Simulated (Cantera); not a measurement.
A Cantera script and what it prints.

```python
import numpy as np
import cantera as ct

gas_names = """
    N2O TiO N NO2
""".split()
cond_names = """
    Ti2O3(a) Ti2O3(b) Ti2O3(L) TiO2(ru) TiO2(L)
""".split()


# ... load() reads the species with a 1 bar reference pressure and builds the phases ...
species = {s.name: s for s in load("nasa_gas.yaml", gas_names) + load("nasa_condensed.yaml", cond_names)}
# Each term lists the table entries of one substance; the one whose range holds T is used.
reactions = {
    'N2O(g) + 2 TiO(g) = 2 N(g) + Ti2O3':
        [(-1, ['N2O']), (-2, ['TiO']), (2, ['N']), (1, ['Ti2O3(a)', 'Ti2O3(b)', 'Ti2O3(L)'])],
    '2 NO2(g) + 6 TiO(g) = N2O(g) + 3 Ti2O3':
        [(-2, ['NO2']), (-6, ['TiO']), (1, ['N2O']), (3, ['Ti2O3(a)', 'Ti2O3(b)', 'Ti2O3(L)'])],
    'N(g) + 4 TiO2 = 2 Ti2O3 + NO2(g)':
        [(-1, ['N']), (-4, ['TiO2(ru)', 'TiO2(L)']), (2, ['Ti2O3(a)', 'Ti2O3(b)', 'Ti2O3(L)']), (1, ['NO2'])],
}


def pick(names, T):
    return next(species[n] for n in names if species[n].thermo.min_temp <= T <= species[n].thermo.max_temp)


results = []
for label, terms in reactions.items():
    print(label)
    print("     T/K   dH/kJ  dS/(J/K)   dG/kJ   log10 K")
    for T in [850, 900, 950, 1000, 1050, 1100]:
        used = [(nu, pick(names, T)) for nu, names in terms]
        dH = sum(nu * s.thermo.h(T) for nu, s in used) / 1e6
        dS = sum(nu * s.thermo.s(T) for nu, s in used) / 1e3
        dG = dH - T * dS / 1e3
        logK = -dG * 1e6 / (ct.gas_constant * T * np.log(10))
        results.append((label, T, dH, dS, dG, logK, [s.name for _, s in used]))
        print(f"{T:8g} {dH:8.1f} {dS:8.1f} {dG:8.1f} {logK:8.2f}")
```

It prints:

```
N2O(g) + 2 TiO(g) = 2 N(g) + Ti2O3
     T/K   dH/kJ  dS/(J/K)   dG/kJ   log10 K
     850   -735.0   -245.8   -526.0    32.32
     900   -732.1   -242.5   -513.8    29.82
     950   -729.2   -239.4   -501.8    27.59
    1000   -726.3   -236.5   -489.9    25.59
    1050   -723.5   -233.7   -478.1    23.78
    1100   -720.6   -231.0   -466.5    22.15
2 NO2(g) + 6 TiO(g) = N2O(g) + 3 Ti2O3
     T/K   dH/kJ  dS/(J/K)   dG/kJ   log10 K
     850  -4797.3  -1287.6  -3702.9   227.55
     900  -4789.4  -1278.5  -3638.8   211.18
     950  -4781.3  -1269.8  -3575.0   196.57
    1000  -4773.3  -1261.5  -3511.8   183.43
    1050  -4765.1  -1253.6  -3448.9   171.57
    1100  -4757.0  -1246.0  -3386.4   160.80
N(g) + 4 TiO2 = 2 Ti2O3 + NO2(g)
     T/K   dH/kJ  dS/(J/K)   dG/kJ   log10 K
     850    309.3     57.7    260.3   -15.99
     900    310.5     59.1    257.3   -14.94
     950    311.7     60.4    254.4   -13.99
    1000    313.0     61.7    251.3   -13.13
    1050    314.3     62.9    248.2   -12.35
    1100    315.5     64.1    245.0   -11.63
```

Cantera with NASA thermochemical tables; ideal gases at 1 bar, condensed phases pure. Condensed species are held in their standard states even where they would react or evaporate.
